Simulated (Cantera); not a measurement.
Mixture: 7.19 % CH4, 19.4 % O2, 73.4 % N2, equivalence ratio 0.74, at 2.00 bar, adiabatic and at constant pressure. Ignition delay is the time to a rise of 400 K.

Computed with Cantera and GRI-Mech 3.0 (53 species, 325 reactions).

**Question.** At T0 = 1425 K, what is the delay, and which 6 reactions control it most (d ln τ / d ln k, from doubling and halving each rate constant)?

**Answer.** The delay is 1.34 ms.
| reaction | d ln τ / d ln k | faster rate |
|---|---|---|
| CH3 + O2 <=> CH3O + O | -0.47 | shortens it |
| 2 CH3 (+M) <=> C2H6 (+M) | 0.46 | lengthens it |
| H + O2 <=> O + OH | -0.33 | shortens it |
| CH4 + H <=> CH3 + H2 | 0.26 | lengthens it |
| CH3 + O2 <=> CH2O + OH | -0.24 | shortens it |
| CH3 + HO2 <=> CH3O + OH | -0.23 | shortens it |
